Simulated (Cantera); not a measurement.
A Cantera script and what it prints.

```python
import numpy as np
import cantera as ct

gas_names = """
    Cu CuO Cu2 H HNO HNO2 HNO3 HO2 H2 H2O H2O2 N NH NH2 NH3 NH2OH NO NO2 NO3 N2 N2H2 N2H4 N2O O OH O2 O3
""".split()
cond_names = """
    Cu(cr) Cu(L) CuO(s) CuO2H2(s) Cu2O(s) Cu2O(L) H2O(s) H2O(L)
""".split()


# ... load() reads the species with a 1 bar reference pressure and builds the phases ...
atoms = {
    'Cu2O': {'Cu': 2, 'O': 1},
    'H2': {'H': 2},
    'N2': {'N': 2},
}
top_T = {'CuO(s)': 1390}  # K; cautious upper limits of use, not melting points


# ... equilibrate(T, P, feed) seeds the gas with the atoms and calls Mixture.equilibrate('TP', solver="vcs", rtol=1e-11, max_steps=5000) ...
results = []
feed = {'Cu2O': 1, 'H2': 1.3, 'N2': 11}  # mol
P = 71  # Pa
for T in [748, 848, 948, 1048, 1148, 1248, 1348, 1448, 1548, 1648, 1748, 1848, 1948, 2048]:
    mix = equilibrate(T, P, feed)
    results.append((T, P, feed, dict(zip(mix.species_names, mix.species_moles))))

top = {s: max(r[3][s] / sum(r[3][g] for g in gas_names) for r in results) for s in gas_names}
cols = sorted((s for s in top if top[s] > 0.0001), key=lambda s: -top[s])[:7]
seen = [c for c in cond_names if any(r[3].get(c, 0) > 1e-12 for r in results)]
print("log10 of partial pressures in bar; condensed amounts in mol")
print(f"{'T/K':>10s}" + "".join(f"{s[:9]:>10s}" for s in cols + seen))
for T, P, feed, n in results:
    ng = sum(n[g] for g in gas_names)
    print(f"{T:10.4g}" + "".join(f"{np.log10(max(n[s] / ng * P / 1e5, 1e-99)):10.3f}" for s in cols)
          + "".join(f"{n.get(c, 0):10.4g}" for c in seen))
```

Result:

```
log10 of partial pressures in bar; condensed amounts in mol
       T/K        N2        Cu       H2O        H2         H        OH        O2    Cu(cr)     Cu(L)
       748    -3.197   -16.693    -4.239    -4.762   -14.922   -18.185   -27.761         2         0
       848    -3.197   -13.934    -4.239    -4.762   -13.101   -15.835   -23.702         2         0
       948    -3.197   -11.763    -4.239    -4.762   -11.661   -13.978   -20.491         2         0
      1048    -3.197   -10.009    -4.239    -4.762   -10.493   -12.472   -17.885         2         0
      1148    -3.197    -8.565    -4.239    -4.762    -9.526   -11.226   -15.727         2         0
      1248    -3.197    -7.356    -4.239    -4.762    -8.711   -10.179   -13.912     1.999         0
      1348    -3.198    -6.329    -4.239    -4.762    -8.017    -9.287   -12.363     1.992         0
      1448    -3.199    -5.479    -4.241    -4.764    -7.417    -8.517   -11.025         0     1.942
      1548    -3.208    -4.745    -4.250    -4.774    -6.899    -7.851    -9.857         0      1.68
      1648    -3.249    -4.102    -4.291    -4.817    -6.459    -7.280    -8.828         0    0.4568
      1748    -3.263    -4.004    -4.306    -4.836    -6.059    -6.764    -7.912         0         0
      1848    -3.264    -4.004    -4.312    -4.841    -5.696    -6.300    -7.100         0         0
      1948    -3.265    -4.005    -4.329    -4.836    -5.365    -5.901    -6.416         0         0
      2048    -3.268    -4.008    -4.373    -4.804    -5.052    -5.584    -5.909         0         0
```

Equilibrium computed with Cantera from the NASA thermochemical tables; the gas is ideal and each condensed phase is pure.
